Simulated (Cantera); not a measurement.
**Hydrocarbon pyrolysis for carbon deposition**

A perfectly stirred reactor is fed with 1.79 % C2H4, 98.2 % H2, at 278 Torr; it is held at 1400 K, and followed from long to short residence time.

Detailed kinetics in Cantera: GRI-Mech 3.0 (53 species, 325 reactions). GRI-Mech 3.0 was tuned for natural gas; its chemistry of ethylene as a main component is partial and can be far from experiment. GRI-Mech 3.0 stops at C3 and has no aromatics, soot or wall deposition, so with more carbon than oxygen in the feed, carbon stays in small species such as C2H2 where larger ones or solid carbon would form.

```json
[
 {"τ (s)": "4.9", "x C2H4": "0.00241", "x H2": "0.974", "x H": "1.46e-5", "x C2H6": "1.25e-5", "x C2H": "1.13e-10", "x C2H2": "0.00776", "x CH3": "4.61e-6"},
 {"τ (s)": "1.7", "x C2H4": "0.00321", "x H2": "0.977", "x H": "1.92e-5", "x C2H6": "1.72e-5", "x C2H": "1.85e-10", "x C2H2": "0.00974", "x CH3": "3.78e-6"},
 {"τ (s)": "0.56", "x C2H4": "0.00409", "x H2": "0.980", "x H": "2.45e-5", "x C2H6": "2.25e-5", "x C2H": "2.63e-10", "x C2H2": "0.0109", "x CH3": "2.74e-6"},
 {"τ (s)": "0.19", "x C2H4": "0.00536", "x H2": "0.981", "x H": "2.91e-5", "x C2H6": "2.97e-5", "x C2H": "3.10e-10", "x C2H2": "0.0108", "x CH3": "1.84e-6"},
 {"τ (s)": "0.065", "x C2H4": "0.00765", "x H2": "0.981", "x H": "3.20e-5", "x C2H6": "4.21e-5", "x C2H": "2.90e-10", "x C2H2": "0.00919", "x CH3": "1.18e-6"},
 {"τ (s)": "0.022", "x C2H4": "0.0113", "x H2": "0.982", "x H": "3.21e-5", "x C2H6": "5.94e-5", "x C2H": "1.90e-10", "x C2H2": "0.00601", "x CH3": "6.75e-7"},
 {"τ (s)": "0.0074", "x C2H4": "0.0150", "x H2": "0.982", "x H": "2.73e-5", "x C2H6": "6.75e-5", "x C2H": "6.98e-11", "x C2H2": "0.00260", "x CH3": "2.93e-7"},
 {"τ (s)": "0.0025", "x C2H4": "0.0174", "x H2": "0.982", "x H": "1.07e-5", "x C2H6": "3.27e-5", "x C2H": "4.71e-12", "x C2H2": "0.000448", "x CH3": "4.36e-8"},
 {"τ (s)": "0.00085", "x C2H4": "0.0178", "x H2": "0.982", "x H": "6.93e-8", "x C2H6": "1.21e-7", "x C2H": "<1e-12", "x C2H2": "2.17e-5", "x CH3": "8.50e-11"}
]
```
x: mole fraction; the columns are a selection and need not sum to one.
